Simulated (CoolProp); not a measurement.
Computed with CoolProp (reference Helmholtz-energy equation of state, Leachman 2009).

Question: For normal hydrogen, give the phase and the cp (kJ/(kg K)), isothermal compressibility (1/MPa) at 29.8 K and 1.69 MPa; 40.1 K and 1.69 MPa; 71.1 K and 1.69 MPa.

Answer: 
- 29.8 K and 1.69 MPa: liquid; cp 16.9, isothermal compressibility 0.0594
- 40.1 K and 1.69 MPa: supercritical; cp 21.1, isothermal compressibility 0.900
- 71.1 K and 1.69 MPa: supercritical; cp 11.7, isothermal compressibility 0.611
